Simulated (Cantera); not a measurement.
An isothermal, constant-pressure homogeneous reactor starts with NO : N2 = 1 : 2.8 (molar parts), at 1850 K and 0.0118 atm. Integrator tolerance rtol = 1e-08.

Detailed kinetics in Cantera: GRI-Mech 3.0 (53 species, 325 reactions). Radical loss at walls, strong at low pressure, is not modelled.

| quantity | before | after |
|---|---|---|
| x(NO) at 200 s | 0.0559 (gas-phase equilibrium 0.00405) | 0.00406 (gas-phase equilibrium 0.00405) |
| x(N2O) at 200 s | 8.68e-7 (gas-phase equilibrium 2.65e-8) | 2.43e-7 (gas-phase equilibrium 2.43e-7) |
| x(O2) at 200 s | 0.103 (gas-phase equilibrium 0.129) | 0.130 (gas-phase equilibrium 0.130) |
| x(N2) at 200 s | 0.840 (gas-phase equilibrium 0.866) | 0.866 (gas-phase equilibrium 0.866) |
| x(NO2) at 200 s | 9.66e-6 (gas-phase equilibrium 7.87e-7) | 7.21e-6 (gas-phase equilibrium 7.20e-6) |
| x(O) at 200 s | 0.000575 (gas-phase equilibrium 0.000637) | 6.98e-5 (gas-phase equilibrium 6.98e-5) |

Question: What was changed between the two runs?
A) pressure from 0.0118 atm to 0.0247 atm
B) temperature 1850 to 1600 K
C) pressure from 0.0118 atm to 0.0434 atm
D) pressure from 0.0118 atm to 0.987 atm

Answer: D, pressure from 0.0118 atm to 0.987 atm
